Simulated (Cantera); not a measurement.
# Equilibrium for carbon deposition, reforming and gasification: CO + O₂ + NH₃

Input: 1 mol CO, 0.038 mol O₂, 0.28 mol NH₃, held at 2800 K.

Method: chemical equilibrium by Gibbs-energy minimisation in Cantera with the NASA 1993 tables (ideal gas, pure condensed phases). Candidate condensed phases: C, C₆H₆, C₇H₈, C₈H₁₈, H₂O; 136 gas species. The ideal-gas law is rough above about 30 bar. Rates play no part.

From 10.0 Pa to 100 bar nothing is condensed. The main C-bearing gas is CO throughout.

```csv
P (Pa),x CO,x H,x H₂,x N₂,x O,x H₂O,x CO₂
10,0.488,0.405,0.00244,0.0682,0.0363,7.49e-6,0.000215
46,0.492,0.391,0.0105,0.0688,0.0342,0.000140,0.000940
220,0.508,0.344,0.0388,0.0713,0.0268,0.00194,0.00364
1000,0.541,0.249,0.0924,0.0767,0.0132,0.0103,0.00867
4600,0.577,0.147,0.149,0.0823,0.00378,0.0219,0.0122
22000,0.602,0.0760,0.190,0.0860,0.000825,0.0291,0.0133
100000,0.615,0.0377,0.212,0.0879,0.000181,0.0324,0.0135
460000,0.621,0.0180,0.223,0.0889,3.90e-5,0.0339,0.0135
2200000,0.625,0.00835,0.229,0.0893,8.12e-6,0.0346,0.0135
10000000,0.626,0.00394,0.232,0.0895,1.79e-6,0.0350,0.0136
```
x: gas mole fraction; nothing condenses.
